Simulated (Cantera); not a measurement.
Input (Python, Cantera):

```python
import numpy as np
import cantera as ct

gas = ct.Solution("gri30.yaml")
gas.TPX = 1850, 14, {'C2H6': 1, 'N2': 26}
inlet = ct.Reservoir(gas, clone=True)

reactor = ct.IdealGasConstPressureReactor(gas, energy="off", clone=False)
exhaust = ct.Reservoir(gas, clone=True)
tau = [6.7, 1.9, 0.56, 0.16, 0.047, 0.014, 0.0039, 0.0011, 0.00033][0]
for a, b in ((inlet, reactor), (reactor, exhaust)):
    ct.MassFlowController(a, b, mdot=lambda t: reactor.mass / tau)
net = ct.ReactorNet([reactor])
show = ['C2H6', 'CH4', 'C2H4', 'H', 'HCN', 'H2']

rows = []
print(f"{'tau/s':>10s}{'T/K':>9s}" + "".join(f"{s:>11s}" for s in show))
for tau in [6.7, 1.9, 0.56, 0.16, 0.047, 0.014, 0.0039, 0.0011, 0.00033]:
    net.initial_time = 0.0
    net.advance(30 * tau)
    before = gas.X
    net.advance(40 * tau)
    drift = np.max(np.abs(gas.X - before) / (gas.X + 1e-9))
    rows.append([gas.T, *gas[show].X, drift])
    print(f"{tau:10.3e}{gas.T:9.1f}" + "".join(f"{x:11.3e}" for x in gas[show].X))
```

Output:

```
     tau/s      T/K       C2H6        CH4       C2H4          H        HCN         H2
 6.700e+00   1850.0  5.235e-05  3.363e-03  3.704e-04  1.486e-03  2.464e-04  6.127e-02
 1.900e+00   1850.0  1.766e-04  5.074e-03  1.075e-03  1.684e-03  1.345e-04  5.630e-02
 5.600e-01   1850.0  5.666e-04  6.723e-03  2.737e-03  1.913e-03  7.332e-05  4.870e-02
 1.600e-01   1850.0  1.852e-03  7.245e-03  6.034e-03  2.085e-03  3.709e-05  3.710e-02
 4.700e-02   1850.0  5.733e-03  5.203e-03  9.216e-03  1.966e-03  1.601e-05  2.227e-02
 1.400e-02   1850.0  1.528e-02  1.922e-03  6.512e-03  1.319e-03  4.044e-06  8.251e-03
 3.900e-03   1850.0  2.827e-02  3.100e-04  9.254e-04  3.691e-04  1.493e-07  9.602e-04
 1.100e-03   1850.0  3.436e-02  3.216e-05  2.089e-05  2.360e-05  8.917e-11  1.986e-05
 3.300e-04   1850.0  3.620e-02  3.091e-06  5.194e-07  1.532e-06  3.231e-13  4.015e-07
```

Detailed kinetics in Cantera: GRI-Mech 3.0 (53 species, 325 reactions). GRI-Mech 3.0 stops at C3 and has no aromatics, soot or wall deposition, so with more carbon than oxygen in the feed, carbon stays in small species such as C2H2 where larger ones or solid carbon would form. Radical loss at walls, strong at low pressure, is not modelled.
